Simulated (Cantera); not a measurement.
An isothermal, constant-pressure homogeneous reactor starts with N2O : H2 : N2 = 0.58 : 0.002 : 9.2 (molar parts), at 1423 K and 1.40 bar.

Detailed kinetics in Cantera: GRI-Mech 3.0 (53 species, 325 reactions). GRI-Mech 3.0 was tuned for natural gas; its chemistry of N2O as a main component is partial and can be far from experiment.

One state of this run: x N2O = 0.0107; x H2 = 2.34e-8; x HO2 = 3.34e-8; x NO = 0.00777; x NO2 = 7.35e-5; x OH = 7.23e-6; x O = 1.15e-5. x: mole fraction; the columns are a selection and need not sum to one.

Q: Which value of t (s) does it belong to?
A) 2.76e-5
B) 7.43e-6
C) 0.0725
D) 0.00525

A: C, 0.0725
